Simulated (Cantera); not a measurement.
An isothermal, constant-pressure homogeneous reactor starts with 12.5 % N2O, 0.212 % H2, 87.3 % N2, at 1325 K and 0.868 atm.

Detailed kinetics in Cantera: GRI-Mech 3.0 (53 species, 325 reactions). GRI-Mech 3.0 was tuned for natural gas; its chemistry of N2O as a main component is partial and can be far from experiment. The mechanism lacks the step 2 NO + O2 → 2 NO2, which can matter for NO2 below about 1400 K. The temperature is held fixed by assumption; the heat of reaction is taken as removed at once.

x: mole fraction; the columns are a selection and need not sum to one.

```json
[
 {"t (s)": "6.00e-5", "x N2O": "0.125", "x H2": "0.00211", "x OH": "6.20e-6", "x O": "5.80e-6", "x N2": "0.873", "x H2O2": "1.73e-10"},
 {"t (s)": "0.000193", "x N2O": "0.125", "x H2": "0.00200", "x OH": "2.29e-5", "x O": "6.23e-6", "x N2": "0.873", "x H2O2": "5.68e-9"},
 {"t (s)": "0.000619", "x N2O": "0.124", "x H2": "0.00136", "x OH": "4.17e-5", "x O": "(withheld)", "x N2": "0.874", "x H2O2": "2.19e-8"},
 {"t (s)": "0.00199", "x N2O": "0.122", "x H2": "0.000349", "x OH": "3.19e-5", "x O": "8.78e-6", "x N2": "0.875", "x H2O2": "1.52e-8"},
 {"t (s)": "0.00638", "x N2O": "0.119", "x H2": "2.60e-5", "x OH": "1.68e-5", "x O": "9.27e-6", "x N2": "0.877", "x H2O2": "4.35e-9"},
 {"t (s)": "0.0205", "x N2O": "0.111", "x H2": "1.43e-7", "x OH": "1.54e-5", "x O": "9.05e-6", "x N2": "0.880", "x H2O2": "3.04e-9"},
 {"t (s)": "0.0658", "x N2O": "0.0907", "x H2": "7.93e-8", "x OH": "1.57e-5", "x O": "8.38e-6", "x N2": "0.890", "x H2O2": "2.94e-9"},
 {"t (s)": "0.211", "x N2O": "0.0496", "x H2": "6.30e-8", "x OH": "1.40e-5", "x O": "(withheld)", "x N2": "0.909", "x H2O2": "2.35e-9"},
 {"t (s)": "0.679", "x N2O": "0.0106", "x H2": "2.69e-8", "x OH": "8.72e-6", "x O": "(withheld)", "x N2": "0.928", "x H2O2": "9.60e-10"},
 {"t (s)": "2.18", "x N2O": "0.000277", "x H2": "2.42e-9", "x OH": "2.26e-6", "x O": "(withheld)", "x N2": "0.933", "x H2O2": "6.90e-11"},
 {"t (s)": "7.00", "x N2O": "7.14e-8", "x H2": "1.27e-9", "x OH": "1.43e-6", "x O": "(withheld)", "x N2": "0.934", "x H2O2": "2.80e-11"}
]
```

### Question
What belongs in the gaps?

### Answer

- 0.000619, x O: 7.38e-6
- 0.211, x O: 6.49e-6
- 0.679, x O: 2.53e-6
- 2.18, x O: 1.67e-7
- 7.00, x O: 6.68e-8
